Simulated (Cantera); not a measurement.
Feed: 1 mol Fe, 25 mol CO₂, 37 mol CO, 5 mol NH₃, at 652 °C and 0.980 bar.

These are equilibrium values from Cantera (NASA tables, ideal gas, pure condensed phases), not measurements of a reactor. Candidate condensed phases: C, C₆H₆, C₇H₈, C₈H₁₈, Fe, Fe(CO)₅, FeO, Fe(OH)₂, Fe(OH)₃, Fe₂O₃, Fe₃O₄, H₂O; 140 gas species. The tables' stoichiometric FeO is somewhat more stable than real wüstite, so its field is too wide. FeO: taken at fixed stoichiometry. The numbers say what is thermodynamically allowed, not how fast it happens.

Base state: CO₂ 0.453, CO 0.392, H₂ 0.0729, H₂O 0.0416, N₂ 0.0390, CH₄ 0.00118 (mole fractions); condensed: C(graphite) + FeO(s).

Task: What changes in the equilibrium state with this change: NH₃ from 5 to 0.31 mol?

Result: 
```
species            before    after
----------------  -------  -------
CO₂                 0.453    0.555
CO                  0.392    0.434
H₂                 0.0729  0.00512
N₂                 0.0390  0.00279
H₂O                0.0416  0.00324
CH₄               0.00118  5.82e-6
C(graphite), mol     7.68     7.03
FeO(s), mol          1.00     1.00
```
